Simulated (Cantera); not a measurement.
Input (Python, Cantera) and output of one run.

```python
import numpy as np
import cantera as ct

gas_names = """
    CO N NO
""".split()
cond_names = """
    TiO2(ru) TiO2(L) TiC(s) TiC(L)
""".split()


# ... load() reads the species with a 1 bar reference pressure and builds the phases ...
species = {s.name: s for s in load("nasa_gas.yaml", gas_names) + load("nasa_condensed.yaml", cond_names)}
# Each term lists the table entries of one substance; the one whose range holds T is used.
reactions = {
    'TiO2 + CO(g) + 3 N(g) = TiC + 3 NO(g)':
        [(-1, ['TiO2(ru)', 'TiO2(L)']), (-1, ['CO']), (-3, ['N']), (1, ['TiC(s)', 'TiC(L)']), (3, ['NO'])],
}


def pick(names, T):
    return next(species[n] for n in names if species[n].thermo.min_temp <= T <= species[n].thermo.max_temp)


results = []
for label, terms in reactions.items():
    print(label)
    print("     T/K   dH/kJ  dS/(J/K)   dG/kJ   log10 K")
    for T in [300, 2598, 2623, 2648, 2673, 2698, 2723]:
        used = [(nu, pick(names, T)) for nu, names in terms]
        dH = sum(nu * s.thermo.h(T) for nu, s in used) / 1e6
        dS = sum(nu * s.thermo.s(T) for nu, s in used) / 1e3
        dG = dH - T * dS / 1e3
        logK = -dG * 1e6 / (ct.gas_constant * T * np.log(10))
        results.append((label, T, dH, dS, dG, logK, [s.name for _, s in used]))
        print(f"{T:8g} {dH:8.1f} {dS:8.1f} {dG:8.1f} {logK:8.2f}")
```

Result:

```
TiO2 + CO(g) + 3 N(g) = TiC + 3 NO(g)
     T/K   dH/kJ  dS/(J/K)   dG/kJ   log10 K
     300   -273.1    -51.6   -257.6    44.85
    2598   -380.3   -123.8    -58.7     1.18
    2623   -380.9   -124.0    -55.6     1.11
    2648   -381.4   -124.2    -52.5     1.04
    2673   -382.0   -124.4    -49.4     0.97
    2698   -382.5   -124.6    -46.3     0.90
    2723   -383.0   -124.8    -43.2     0.83
```

Standard-state values (1 bar) from the NASA 1993 polynomials, evaluated with Cantera. TiC: taken at fixed stoichiometry. Condensed species are held in their standard states even where they would react or evaporate.
